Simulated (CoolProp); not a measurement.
The numbers come from the reference Helmholtz-energy equation of state, McLinden 2015 in CoolProp.

Task: For the fluoroketone C6F12O (FK-5-1-12), give the phase and the density (kg/m³), cp (kJ/(kg K)), cv (kJ/(kg K)), Joule-Thomson coefficient (K/MPa) at 500 K and 623 kPa.

Result: 
- 500 K and 623 kPa: gas; density 51.2, cp 1.09, cv 1.04, Joule-Thomson coefficient 6.08
